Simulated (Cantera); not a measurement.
Cantera run:

```python
import numpy as np
import cantera as ct

gas_names = """
    CL CL2 H HCL H2 N NH NH2 NH3 N2 N2H2 N2H4 Si SiCL SiCL2 SiCL3 SiCL4 SiH SiHCL3 SiH2 SiH2CL2 SiH3
    SiH3CL SiH4 SiN Si2 Si2N Si3
""".split()
cond_names = """
    NH4CL(a) NH4CL(b) Si(cr) Si(L) Si3N4(a)
""".split()


# ... load() reads the species with a 1 bar reference pressure and builds the phases ...
atoms = {
    'SiCl4': {'Si': 1, 'CL': 4},
    'NH3': {'N': 1, 'H': 3},
    'H2': {'H': 2},
}
top_T = {'Si3N4(a)': 2400}  # K; cautious upper limits of use, not melting points


# ... equilibrate(T, P, feed) seeds the gas with the atoms and calls Mixture.equilibrate('TP', solver="vcs", rtol=1e-11, max_steps=5000) ...
results = []
feed = {'SiCl4': 1, 'NH3': 2.5, 'H2': 0.54}  # mol
P = 9300  # Pa
for T in [923, 973, 1023, 1073, 1123, 1173, 1223, 1273, 1323, 1373, 1423, 1473, 1523, 1573]:
    mix = equilibrate(T, P, feed)
    results.append((T, P, feed, dict(zip(mix.species_names, mix.species_moles))))
    x = sorted(zip(gas.X, gas.species_names), reverse=True)
    print(f"T = {T:g} K  P = {P:g} Pa  gas = {mix.phase_moles(0):.4g} mol")
    print("   x: " + "  ".join(f"{s} {v:.3e}" for v, s in x if v > 0.001))
    print("   condensed (mol): " + ("  ".join(f"{mix.phase(i).name} {mix.phase_moles(i):.4g}"
          for i in range(1, mix.n_phases) if mix.phase_moles(i) > 1e-12) or "none"))
```

Output:

```
T = 923 K  P = 9300 Pa  gas = 6.74 mol
   x: H2 4.578e-01  HCL 3.570e-01  N2 1.260e-01  SiCL4 5.890e-02
   condensed (mol): Si3N4(a) 0.2004
T = 973 K  P = 9300 Pa  gas = 6.747 mol
   x: H2 4.512e-01  HCL 3.688e-01  N2 1.239e-01  SiCL4 5.570e-02
   condensed (mol): Si3N4(a) 0.2071
T = 1023 K  P = 9300 Pa  gas = 6.753 mol
   x: H2 4.453e-01  HCL 3.793e-01  N2 1.220e-01  SiCL4 5.282e-02
   condensed (mol): Si3N4(a) 0.2131
T = 1073 K  P = 9300 Pa  gas = 6.759 mol
   x: H2 4.401e-01  HCL 3.885e-01  N2 1.203e-01  SiCL4 5.019e-02
   condensed (mol): Si3N4(a) 0.2183
T = 1123 K  P = 9300 Pa  gas = 6.764 mol
   x: H2 4.354e-01  HCL 3.967e-01  N2 1.189e-01  SiCL4 4.774e-02
   condensed (mol): Si3N4(a) 0.2229
T = 1173 K  P = 9300 Pa  gas = 6.769 mol
   x: H2 4.313e-01  HCL 4.038e-01  N2 1.177e-01  SiCL4 4.540e-02  SiHCL3 1.130e-03
   condensed (mol): Si3N4(a) 0.2267
T = 1223 K  P = 9300 Pa  gas = 6.776 mol
   x: H2 4.276e-01  HCL 4.097e-01  N2 1.167e-01  SiCL4 4.304e-02  SiHCL3 1.386e-03  SiCL3 1.251e-03
   condensed (mol): Si3N4(a) 0.2295
T = 1273 K  P = 9300 Pa  gas = 6.784 mol
   x: H2 4.244e-01  HCL 4.142e-01  N2 1.161e-01  SiCL4 4.049e-02  SiCL3 2.261e-03  SiHCL3 1.658e-03
   condensed (mol): Si3N4(a) 0.231
T = 1323 K  P = 9300 Pa  gas = 6.798 mol
   x: H2 4.217e-01  HCL 4.167e-01  N2 1.161e-01  SiCL4 3.752e-02  SiCL3 3.842e-03  SiCL2 2.152e-03  SiHCL3 1.926e-03
   condensed (mol): Si3N4(a) 0.2303
T = 1373 K  P = 9300 Pa  gas = 6.822 mol
   x: H2 4.197e-01  HCL 4.162e-01  N2 1.170e-01  SiCL4 3.378e-02  SiCL3 6.110e-03  SiCL2 5.110e-03  SiHCL3 2.155e-03
   condensed (mol): Si3N4(a) 0.2261
T = 1423 K  P = 9300 Pa  gas = 6.863 mol
   x: H2 4.184e-01  HCL 4.110e-01  N2 1.192e-01  SiCL4 2.897e-02  SiCL2 1.103e-02  SiCL3 8.988e-03  SiHCL3 2.290e-03
   condensed (mol): Si3N4(a) 0.216
T = 1473 K  P = 9300 Pa  gas = 6.928 mol
   x: H2 4.184e-01  HCL 3.993e-01  N2 1.234e-01  SiCL4 2.303e-02  SiCL2 2.149e-02  SiCL3 1.203e-02  SiHCL3 2.267e-03
   condensed (mol): Si3N4(a) 0.1974
T = 1523 K  P = 9300 Pa  gas = 7.022 mol
   x: H2 4.202e-01  HCL 3.793e-01  N2 1.300e-01  SiCL2 3.744e-02  SiCL4 1.651e-02  SiCL3 1.438e-02  SiHCL3 2.052e-03
   condensed (mol): Si3N4(a) 0.1685
T = 1573 K  P = 9300 Pa  gas = 7.14 mol
   x: H2 4.244e-01  HCL 3.509e-01  N2 1.388e-01  SiCL2 5.822e-02  SiCL3 1.524e-02  SiCL4 1.048e-02  SiHCL3 1.681e-03
   condensed (mol): Si3N4(a) 0.1294
```

Method: chemical equilibrium by Gibbs-energy minimisation in Cantera with the NASA 1993 tables (ideal gas, pure condensed phases). The tables' values for SiCl3 are old estimates; treat these amounts as uncertain.
